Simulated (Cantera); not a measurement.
# Equilibrium for silicon epitaxy and polysilicon growth: SiH4 + HCl + H2

Feed: 1 mol SiH4, 2 mol HCl, 9.1 mol H2, at 128 Torr.

Equilibrium computed with Cantera from the NASA thermochemical tables; the gas is ideal and each condensed phase is pure. Candidate condensed phases: Si; 19 gas species. The tables' values for SiCl3, SiCl are old estimates; treat these amounts as uncertain. Gases not in the tables: Si2H6 and higher silanes. Kinetics and transport are ignored.

From 850 K to 1650 K the condensed part is Si(s). At 1750 K the condensed part is Si(l). The main Si-bearing gas is SiCl4 at 850 K and SiCl2 at 1750 K. The share of Si in condensed phases is highest at 1350 K (60.1 %) and lowest at 850 K (45.8 %).

```tsv
T (K)	x H2	x HCl	x SiCl2	x SiCl4	x SiHCl3	x SiCl3	x SiH2Cl2	x H	n Si(s)	n Si(l)
850	0.954	0.00297	1.10e-5	0.0276	0.0147	6.54e-5	0.000690	4.85e-11	0.458	0
950	0.950	0.00844	0.000115	0.0267	0.0138	0.000303	0.000721	1.32e-9	0.477	0
1050	0.942	0.0192	0.000730	0.0241	0.0123	0.000986	0.000715	1.91e-8	0.509	0
1150	0.929	0.0362	0.00310	0.0192	0.01000	0.00233	0.000654	1.74e-7	0.552	0
1250	0.911	0.0571	0.00902	0.0119	0.00677	0.00388	0.000523	1.12e-6	0.588	0
1350	0.894	0.0750	0.0177	0.00505	0.00345	0.00423	0.000343	5.47e-6	0.601	0
1450	0.885	0.0842	0.0247	0.00148	0.00134	0.00317	0.000189	2.16e-5	0.597	0
1550	0.882	0.0868	0.0285	0.000384	0.000480	0.00198	9.77e-5	7.17e-5	0.589	0
1650	0.881	0.0870	0.0305	0.000106	0.000180	0.00121	5.22e-5	0.000207	0.580	0
1750	0.879	0.0894	0.0302	3.33e-5	7.24e-5	0.000753	2.80e-5	0.000529	0	0.591
```
x: gas mole fraction; n: condensed amount in mol.
